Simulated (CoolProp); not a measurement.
Vapour-liquid equilibrium of ethane (1) + hydrogen sulfide (2) at 3.76 bar; x and y are mole fractions of (1).

The numbers come from the multi-fluid Helmholtz-energy mixture model, Bücker 2006 and Lemmon 2006; pair parameters Kunz 2012 in CoolProp.

```
x     bubble temperature, mixture model (K)  bubble temperature, Raoult's law (K)  y, mixture model  y, Raoult's law
----  -------------------------------------  ------------------------------------  ----------------  ---------------
0.05                                  231.4                                 240.5             0.379            0.131
0.2                                   218.4                                 234.3             0.678            0.429
0.35                                  215.6                                 228.9             0.731            0.629
0.5                                   214.6                                 224.4             0.755            0.766
0.65                                  213.8                                 220.4             0.785            0.864
0.8                                   213.0                                 217.0             0.841            0.934
0.95                                  212.8                                 213.9             0.946            0.986
```

The largest gap from Raoult's law is -15.9 K in bubble temperature, at x = 0.2. y crosses x between x = 0.8 and 0.95: the model has an azeotrope there.

The pair parameters rest on a limited set of measurements; away from them the model extrapolates. With so large a gap from Raoult's law the liquid may split in two, which this calculation doesn't test in full.
